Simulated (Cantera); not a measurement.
Cantera run, input and output.

```python
import numpy as np
import cantera as ct

gas = ct.Solution("gri30.yaml")
gas.TPX = 748, 101325, {'CH4': 1, 'CO': 0.22, 'O2': 3.63, 'N2': 22.9}
inlet = ct.Reservoir(gas, clone=True)
gas.equilibrate("HP")  # start burning
reactor = ct.IdealGasConstPressureReactor(gas, energy="on", clone=False)
exhaust = ct.Reservoir(gas, clone=True)
tau = [0.094, 0.031, 0.01, 0.0033, 0.0011, 0.00035, 0.00012, 3.8e-05, 1.2e-05][0]
for a, b in ((inlet, reactor), (reactor, exhaust)):
    ct.MassFlowController(a, b, mdot=lambda t: reactor.mass / tau)
net = ct.ReactorNet([reactor])
show = ['CH4', 'CO', 'O2', 'C2H4', 'N2O', 'CH2CO']

rows = []
print(f"{'tau/s':>10s}{'T/K':>9s}" + "".join(f"{s:>11s}" for s in show))
for tau in [0.094, 0.031, 0.01, 0.0033, 0.0011, 0.00035, 0.00012, 3.8e-05, 1.2e-05]:
    net.initial_time = 0.0
    net.advance(30 * tau)
    before = gas.X
    net.advance(40 * tau)
    drift = np.max(np.abs(gas.X - before) / (gas.X + 1e-9))
    rows.append([gas.T, *gas[show].X, drift])
    print(f"{tau:10.3e}{gas.T:9.1f}" + "".join(f"{x:11.3e}" for x in gas[show].X))
```

It prints:

```
     tau/s      T/K        CH4         CO         O2       C2H4        N2O      CH2CO
 9.400e-02   1624.3  1.331e-05  3.600e-04  5.500e-02  2.636e-09  7.029e-07  1.645e-09
 3.100e-02   1618.2  2.673e-05  7.585e-04  5.513e-02  5.634e-09  7.220e-07  4.094e-09
 1.000e-02   1605.9  5.480e-05  1.611e-03  5.549e-02  1.150e-08  6.188e-07  9.964e-09
 3.300e-03   1582.6  1.150e-04  3.342e-03  5.633e-02  2.475e-08  4.822e-07  2.477e-08
 1.100e-03   1539.1  2.697e-04  6.918e-03  5.837e-02  7.393e-08  3.546e-07  7.499e-08
 3.500e-04   1432.6  1.195e-03  1.674e-02  6.587e-02  1.004e-06  1.850e-07  7.486e-07
 1.200e-04    748.0  3.604e-02  7.928e-03  1.308e-01 -3.676e-19  1.142e-20 -4.268e-20
 3.800e-05    748.0  3.604e-02  7.928e-03  1.308e-01  3.610e-24  2.795e-21  1.804e-24
 1.200e-05    748.0  3.604e-02  7.928e-03  1.308e-01  3.128e-27  4.693e-22  9.050e-26
```

Computed with Cantera and GRI-Mech 3.0 (53 species, 325 reactions).
